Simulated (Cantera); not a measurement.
Input: 1 mol MgSO₄, 0.042 mol H₂O, 0.77 mol CO₂, equilibrated at 575 K and 5.48 Torr.

Equilibrium computed with Cantera from the NASA thermochemical tables; the gas is ideal and each condensed phase is pure. Candidate condensed phases: C, C₆H₆, C₇H₈, C₈H₁₈, H₂O, H₂SO₄, Mg, MgCO₃, MgO, Mg(OH)₂, MgS, MgSO₄, S; 130 gas species. The numbers say what is thermodynamically allowed, not how fast it happens.

Problem. What is the equilibrium state?

Solution. 
* **x(CO₂)**: 0.948
* **x(H₂O)**: 0.0517
* **n(MgSO₄(s))**: 1.00 mol
* **gas amount**: 0.8120 mol
* **log10 activity of MgCO₃(s) (absent)**: -0.62
* **log10 activity of H₂SO₄(l) (absent)**: -18.09
* **log10 activity of C(graphite) (absent)**: -24.34
